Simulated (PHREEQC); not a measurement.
Synthetic water in mg/kgw, 25 °C, pH 5.98, pe 0: Na 4.67; K 2.19; Ca 6.64; Mg 3.83; Cl 10.2; S(6) as SO4 23.2; Alkalinity as HCO3 6.81; N(-3) as NH4 0.00178; Fe(2) 0.0664; Li 0.00121; Ba 0.108; Si as SiO2 0.676.

Valence states are taken as typed.

All values are PHREEQC results (ion-association model, phreeqc.dat), not measurements.

```yaml
ionic_strength: 0.00142 mol/kgw
specific_conductance: 108 µS/cm
charge_balance_error: 1.6 %
```

| species | molality | activity | log γ |
|---|---|---|---|
| Cl- | 0.000288 | 0.000276 | -0.018 |
| CO2 | 0.000254 | 0.000254 | 0.000 |
| SO4-2 | 0.000230 | 0.000195 | -0.072 |
| Na+ | 0.000203 | 0.000195 | -0.018 |
| Ca+2 | 0.000161 | 0.000136 | -0.072 |
| Mg+2 | 0.000151 | 0.000128 | -0.072 |
| HCO3- | 0.000112 | 0.000108 | -0.018 |

Precipitation was switched off in this run. Complexes and solids missing from the database can't appear.
